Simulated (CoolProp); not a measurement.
A simple Rankine cycle with R365MFC: condensing at 306.15 K, boiler at 1.39 MPa, turbine inlet 453 K, turbine efficiency 0.65, pump efficiency 0.6, no recuperator. Each further row changes one setting.

Model: reference Helmholtz-energy equation of state, Lemmon 2016, in CoolProp.

| case | thermal efficiency (%) | net work (kJ/kg) | heat in (kJ/kg) | turbine exit temperature (K) | volume ratio over the turbine |
|---|---|---|---|---|---|
| as stated | 11.5 | 39.3 | 342 | 407.0 | 19.4 |
| turbine inlet 473 K | 11.3 | 41.8 | 370 | 427.7 | 18.9 |
| condensing temperature 298.15 K | 12.3 | 43.6 | 353 | 403.1 | 26.4 |
| boiler pressure 0.973 MPa | 10.3 | 36.0 | 348 | 414.8 | 12.9 |
| turbine efficiency 0.55 | 9.6 | 33.0 | 342 | 412.3 | 19.7 |
